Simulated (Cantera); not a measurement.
Cantera run:

```python
import numpy as np
import cantera as ct

gas_names = """
    N NO NO2 NO3 N2 N2O O O2 O3 Si SiN SiO SiO2 Si2 Si2N Si3
""".split()
cond_names = """
    Si(cr) Si(L) SiO2(Lqz) SiO2(hqz) SiO2(L) Si2N2O(s) Si3N4(a)
""".split()


# ... load() reads the species with a 1 bar reference pressure and builds the phases ...
atoms = {
    'Si': {'Si': 1},
    'O2': {'O': 2},
    'N2': {'N': 2},
}
top_T = {'Si2N2O(s)': 2100, 'Si3N4(a)': 2400}  # K; cautious upper limits of use, not melting points


# ... equilibrate(T, P, feed) seeds the gas with the atoms and calls Mixture.equilibrate('TP', solver="vcs", rtol=1e-11, max_steps=5000) ...
results = []
feed = {'Si': 1, 'O2': 0.23, 'N2': 5.3}  # mol
P = 29000  # Pa
for T in [973, 1073, 1173, 1273, 1373, 1473, 1573, 1673, 1773, 1873, 1973, 2073, 2173, 2273]:
    mix = equilibrate(T, P, feed)
    results.append((T, P, feed, dict(zip(mix.species_names, mix.species_moles))))

top = {s: max(r[3][s] / sum(r[3][g] for g in gas_names) for r in results) for s in gas_names}
cols = sorted((s for s in top if top[s] > 1e-06), key=lambda s: -top[s])[:6]
seen = [c for c in cond_names if any(r[3].get(c, 0) > 1e-12 for r in results)]
print("log10 of partial pressures in bar; condensed amounts in mol")
print(f"{'T/K':>10s}" + "".join(f"{s[:9]:>10s}" for s in cols + seen))
for T, P, feed, n in results:
    ng = sum(n[g] for g in gas_names)
    print(f"{T:10.4g}" + "".join(f"{np.log10(max(n[s] / ng * P / 1e5, 1e-99)):10.3f}" for s in cols)
          + "".join(f"{n.get(c, 0):10.4g}" for c in seen))
```

Output:

```
log10 of partial pressures in bar; condensed amounts in mol
       T/K        N2       SiO        Si      Si2N       SiN       Si2     Si(L) Si2N2O(s)  Si3N4(a)
       973    -0.538   -18.323   -23.594   -29.715   -22.252   -36.229         0      0.46   0.02667
      1073    -0.538   -15.389   -20.110   -25.264   -19.166   -30.821         0      0.46   0.02667
      1173    -0.538   -12.963   -17.225   -21.580   -16.611   -26.344         0      0.46   0.02667
      1273    -0.538   -10.925   -14.798   -18.483   -14.463   -22.579         0      0.46   0.02667
      1373    -0.538    -9.189   -12.728   -15.844   -12.631   -19.369         0      0.46   0.02667
      1473    -0.538    -7.694   -10.943   -13.571   -11.052   -16.602         0      0.46   0.02667
      1573    -0.538    -6.393    -9.388   -11.593    -9.677   -14.194         0      0.46   0.02667
      1673    -0.538    -5.252    -8.022    -9.857    -8.469   -12.080         0    0.4599    0.0267
      1773    -0.538    -4.243    -6.813    -8.322    -7.400   -10.209         0    0.4591   0.02698
      1873    -0.538    -3.345    -5.735    -6.956    -6.448    -8.542         0    0.4525   0.02915
      1973    -0.542    -2.540    -4.766    -5.730    -5.593    -7.045         0    0.4117   0.04264
      2073    -0.570    -1.682    -4.001    -4.854    -4.944    -5.912    0.4823   0.05488         0
      2173    -0.574    -1.636    -3.548    -4.532    -4.585    -5.367    0.5325         0         0
      2273    -0.575    -1.636    -3.136    -4.238    -4.256    -4.871    0.5213         0         0
```

Method: chemical equilibrium by Gibbs-energy minimisation in Cantera with the NASA 1993 tables (ideal gas, pure condensed phases). N2 is the only nitrogen source here; it is nearly inert below about 1500 K, so the nitride shown seldom forms there in practice. Mutual solubility and eutectic melting of coexisting phases are not modelled. The tables' values for SiN are old estimates; treat these amounts as uncertain.
